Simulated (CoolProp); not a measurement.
Nitrogen at 783.2 K and 0.231 MPa flows at 0.53 m/s in a round tube of 50 mm bore and 0.25 µm roughness, fully developed (64/Re and Nu = 3.66 if laminar; Colebrook and Gnielinski if turbulent). Each further row changes one setting.

Computed with CoolProp (reference Helmholtz-energy equation of state, Span 2000).

```
case               Reynolds number  Darcy friction factor  pressure drop (Pa/m)  heat-transfer coefficient (W/(m² K))  mass flow (kg/h)
-----------------  ---------------  ---------------------  --------------------  ------------------------------------  ----------------
as stated                      743                 0.0861                 0.240                                  4.00              3.72
velocity 1.06 m/s             1490                 0.0430                 0.480                                  4.00              7.44
diameter 100 mm               1490                 0.0430                0.0600                                  2.00              14.9
```

Viscosity comes from a separate model (Lemmon 2004). Thermal conductivity comes from a separate model (Lemmon 2004).
